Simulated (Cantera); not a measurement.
Charge: 1 mol HF, 0.3 mol H2O, 0.15 mol H2, at 2650 K and 100000 Pa.

Equilibrium computed with Cantera from the NASA thermochemical tables; the gas is ideal and each condensed phase is pure. Candidate condensed phases: H2O; 22 gas species. Kinetics and transport are ignored.

Problem. What is the equilibrium state?

Solution. x(HF): 0.681
x(H2O): 0.196
x(H2): 0.100
x(H): 0.0148
x(OH): 0.00706
x(O): 0.000671
x(O2): 0.000531
x(F): 0.000305
x(H2F2): 2.65e-6
gas amount: 1.468 mol
